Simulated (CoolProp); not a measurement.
Sulfur hexafluoride along the isobar 2.7 MPa: Z from the reference equation and from simpler models built on Tc = 45.6 °C, pc = 3.755 MPa, ω = 0.210; each cubic takes its own stable root.

Model: reference Helmholtz-energy equation of state, Guder 2009, in CoolProp.

```csv
T (°C),phase,reference,van der Waals,Redlich-Kwong,Soave-Redlich-Kwong,Peng-Robinson
-40.45,liquid,0.1124,0.1732,0.1210,0.1173,0.1037
-18.15,liquid,0.1098,0.1695,0.1205,0.1163,0.1027
4.15,liquid,0.1104,0.1722,0.1251,0.1203,0.1063
26.45,liquid,0.1184,0.6384,0.1446,___,0.1222
48.75,gas,0.7058,___,0.7047,0.7065,0.6825
71.05,gas,0.7864,0.7880,0.7761,0.7862,___
93.35,gas,0.8372,0.8270,0.8234,0.8379,0.8169
115.65,gas,0.8728,0.8560,0.8575,0.8747,0.8551
137.85,gas,0.8991,0.8785,0.8831,0.9021,0.8837
160.15,gas,0.9194,0.8965,0.9031,0.9233,0.9060
182.45,gas,0.9353,0.9112,0.9191,___,0.9237
204.75,gas,0.9481,0.9233,0.9320,0.9532,0.9379
227.05,gas,0.9584,0.9334,0.9425,0.9639,0.9496
249.35,gas,0.9669,0.9420,0.9513,0.9727,0.9592
```

**Question.** Some entries are withheld; supply them.

**Answer.** 
- 26.45, Soave-Redlich-Kwong: 0.1378
- 48.75, van der Waals: 0.7322
- 71.05, Peng-Robinson: 0.7637
- 182.45, Soave-Redlich-Kwong: 0.9399

At some of these states van der Waals gives the other phase, because its saturation line lies elsewhere.
